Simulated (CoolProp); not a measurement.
Decamethyltetrasiloxane (MD2M) at several states: Z from the reference equation and from simpler models built on Tc = 599.4 K, pc = 11.44 bar, ω = 0.635; each cubic takes its own stable root.

Computed with CoolProp (reference Helmholtz-energy equation of state, Thol 2017).

```
T (K)  p (bar)   phase  reference
-----  -------  ------  ---------
319.7     8.66  liquid     0.1222
252.8     0.14  liquid   0.002314
516       3.22  liquid    0.03888
330.8     26.2  liquid     0.3607
378.3    0.322  liquid   0.004142
487.7     3.63  liquid    0.04331
```

Problem. How far does each simpler model (van der Waals, Soave-Redlich-Kwong, Peng-Robinson) lie from the reference over these 6 states: mean and median of the absolute difference, and the worst?

Solution. 
- van der Waals: mean 4597.8 %, median 933.5 %, worst +23444.2 % at 378.3 K and 0.322 bar
- Soave-Redlich-Kwong: mean 14.2 %, median 13.9 %, worst +18.1 % at 252.8 K and 0.14 bar
- Peng-Robinson: mean 1.7 %, median 1.1 %, worst +5.4 % at 252.8 K and 0.14 bar

At some of these states van der Waals gives the other phase, because its saturation line lies elsewhere.
